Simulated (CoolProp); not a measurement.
Vapour-liquid equilibrium of toluene (1) + ethylbenzene (2) at 13.8 bar; x and y are mole fractions of (1).

The numbers come from the multi-fluid Helmholtz-energy mixture model, Lemmon 2006 and Zhou 2012; pair parameters Bell 2016 in CoolProp.

Give the bubble temperature and the first vapour's composition at x = 0.05, 0.25, 0.95. Is there an azeotrope?

x = 0.05: 268.1 °C, y = 0.068; x = 0.25: 261.0 °C, y = 0.314; x = 0.95: 238.7 °C, y = 0.966. No azeotrope shows between x = 0.05 and 0.95.

Pair parameters are fitted to limited data, so mixtures are less certain than the pure fluids.
